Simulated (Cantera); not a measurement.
# Silicon oxide and oxynitride deposition: TEOS + O₃ + N₂O

Charge: 1 mol TEOS, 5.8 mol O₃, 16 mol N₂O, at 527 °C and 1.60 mbar.

Cantera equilibrium calculation (NASA polynomials, part measured and part estimated; ideal gas, pure solids and liquids). Candidate condensed phases: C, C₆H₆, C₇H₈, C₈H₁₈, H₂O, Si, SiC, SiO₂, Si₂N₂O, Si₃N₄; 151 gas species. The feed counts by its element totals alone. Rates play no part.

```
Item                                        Value
--------------------------------------  ---------
x(N₂)                                       0.413
x(H₂O)                                      0.258
x(CO₂)                                      0.207
x(O₂)                                       0.121
x(NO)                                     1.10e-6
n(SiO₂(α-quartz))                        1.00 mol
gas amount                              38.70 mol
log10 activity of C(graphite) (absent)     -25.60
log10 activity of Si(s) (absent)           -46.26
```
